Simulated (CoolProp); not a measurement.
A single-stage vapour-compression cycle with R21: evaporating at 288.15 K (dew point), condensing at 339.15 K (bubble point), superheat 0 K, subcooling 0 K, compressor efficiency 0.8, no pressure losses. Each further row changes one setting.

The numbers come from the reference Helmholtz-energy equation of state, Platzer 1990 in CoolProp. This equation is an older, rougher fit; its heat capacities, sound speeds and derivatives of the liquid may be far off and weren't checked against measurements.

| case | cooling COP | pressure ratio | discharge temperature (K) | refrigerating effect (kJ/kg) | volumetric capacity (kJ/m³) |
|---|---|---|---|---|---|
| as stated | 3.80 | 4.77 | 372.8 | 181 | 1040 |
| evaporating temperature 293.15 K | 4.36 | 3.98 | 368.5 | 183 | 1250 |
| condensing temperature 334.15 K | 4.30 | 4.19 | 365.3 | 187 | 1070 |
| subcooling 5 K | 3.92 | 4.77 | 372.8 | 187 | 1070 |
| superheat 10 K | 3.78 | 4.77 | 384.0 | 187 | 1030 |
| compressor efficiency 0.7 | 3.33 | 4.77 | 382.1 | 181 | 1040 |
